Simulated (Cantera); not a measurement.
Charge: 1 mol SiO2, 7 mol CO, 0.63 mol N2, 4.6 mol CH4, at 1650 K and 6300 Pa.

These are equilibrium values from Cantera (NASA tables, ideal gas, pure condensed phases), not measurements of a reactor. Candidate condensed phases: C, C6H6, C7H8, C8H18, H2O, Si, SiC, SiO2, Si2N2O, Si3N4; 151 gas species. Kinetics and transport are ignored.

Base state: H2 0.488, CO 0.476, N2 0.0333, SiO 0.00165, HCN 0.000352, H 0.000253, C2H2 (acetylene) 2.23e-5, CH4 2.00e-5 (mole fractions); condensed: C(graphite) + SiC(s).

Q: What changes in the equilibrium state with this change: temperature from 1650 K to 1500 K?

A: 
```json
[
 {"species": "H2", "before": "0.488", "after": "0.516"},
 {"species": "CO", "before": "0.476", "after": "0.476"},
 {"species": "N2", "before": "0.0333", "after": "0.00747"},
 {"species": "SiO", "before": "0.00165", "after": "0.000421"},
 {"species": "HCN", "before": "0.000352", "after": "6.56e-5"},
 {"species": "H", "before": "0.000253", "after": "5.04e-5"},
 {"species": "C2H2 (acetylene)", "before": "2.23e-5", "after": "4.65e-6"},
 {"species": "C(graphite), mol", "before": "1.65", "after": "3.10"},
 {"species": "SiC(s), mol", "before": "0.969", "after": "0"},
 {"species": "Si2N2O(s), mol", "before": "0", "after": "0.496"}
]
```

Q: What changes in the equilibrium state with this change: temperature from 1650 K to 1900 K?

A: 
```csv
species,before,after
H2,0.488,0.486
CO,0.476,0.474
N2,0.0333,0.0328
H,0.000253,0.00220
SiO,0.00165,0.00346
C2H2 (acetylene),2.23e-5,0.000186
HNC,9.25e-6,5.77e-5
"C(graphite), mol",1.65,1.70
"SiC(s), mol",0.969,0.935
```
